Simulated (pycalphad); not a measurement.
Source of the numbers: pycalphad with the COST 507 light-alloy database (1999); pressure 1 atm. These are 1990s assessments: newer ones move some temperatures and phases. Phase fractions are per mole of atoms.

### Question
Give the equilibrium state of Al-10.75C (wt.%) at 725 K.

### Answer
FCC_A1, fraction 0.503, with <0.01 C wt.%; AL4C3, fraction 0.497, with 25.0 C wt.%.

### Question
Give the equilibrium state of Al-10.75C (wt.%) at 1850 K.

### Answer
LIQUID, fraction 0.509, with 0.24 C wt.%; AL4C3, fraction 0.491, with 25.0 C wt.%.

Database names, with the compositions (at.%) that they take in these runs: AL4C3: Al 57 C 43. FCC_A1 is fcc.
